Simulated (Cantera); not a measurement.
# Equilibrium for hydrogen reduction and annealing atmospheres: PbO + H₂

A closed system holds: 1 mol PbO, 1600 mol H₂, at 7.10 bar.

Cantera equilibrium calculation (NASA polynomials, part measured and part estimated; ideal gas, pure solids and liquids). Candidate condensed phases: H₂O, Pb, PbO, PbO₂, Pb₃O₄; 12 gas species. The numbers say what is thermodynamically allowed, not how fast it happens.

From 698 K to 1298 K the condensed part is Pb(l). From 1398 K to 1998 K nothing is condensed.

```json
[
 {"T (K)": "698", "x H₂": "0.999", "x H₂O": "0.000625", "x Pb": "1.43e-10", "x H": "<1e-12", "n Pb(l)": "1.00"},
 {"T (K)": "798", "x H₂": "0.999", "x H₂O": "0.000625", "x Pb": "8.07e-9", "x H": "<1e-12", "n Pb(l)": "1.000"},
 {"T (K)": "898", "x H₂": "0.999", "x H₂O": "0.000625", "x Pb": "1.82e-7", "x H": "4.11e-11", "n Pb(l)": "1.000"},
 {"T (K)": "998", "x H₂": "0.999", "x H₂O": "0.000625", "x Pb": "2.18e-6", "x H": "8.07e-10", "n Pb(l)": "0.997"},
 {"T (K)": "1098", "x H₂": "0.999", "x H₂O": "0.000625", "x Pb": "1.65e-5", "x H": "9.28e-9", "n Pb(l)": "0.974"},
 {"T (K)": "1198", "x H₂": "0.999", "x H₂O": "0.000625", "x Pb": "8.79e-5", "x H": "7.13e-8", "n Pb(l)": "0.859"},
 {"T (K)": "1298", "x H₂": "0.999", "x H₂O": "0.000625", "x Pb": "0.000360", "x H": "4.02e-7", "n Pb(l)": "0.423"},
 {"T (K)": "1398", "x H₂": "0.999", "x H₂O": "0.000625", "x Pb": "0.000624", "x H": "1.77e-6", "n Pb(l)": "0"},
 {"T (K)": "1498", "x H₂": "0.999", "x H₂O": "0.000625", "x Pb": "0.000625", "x H": "6.45e-6", "n Pb(l)": "0"},
 {"T (K)": "1598", "x H₂": "0.999", "x H₂O": "0.000625", "x Pb": "0.000625", "x H": "2.00e-5", "n Pb(l)": "0"},
 {"T (K)": "1698", "x H₂": "0.999", "x H₂O": "0.000625", "x Pb": "0.000625", "x H": "5.42e-5", "n Pb(l)": "0"},
 {"T (K)": "1798", "x H₂": "0.999", "x H₂O": "0.000625", "x Pb": "0.000625", "x H": "0.000132", "n Pb(l)": "0"},
 {"T (K)": "1898", "x H₂": "0.998", "x H₂O": "0.000625", "x Pb": "0.000624", "x H": "0.000293", "n Pb(l)": "0"},
 {"T (K)": "1998", "x H₂": "0.998", "x H₂O": "0.000624", "x Pb": "0.000624", "x H": "0.000601", "n Pb(l)": "0"}
]
```
x: gas mole fraction; n: condensed amount in mol.
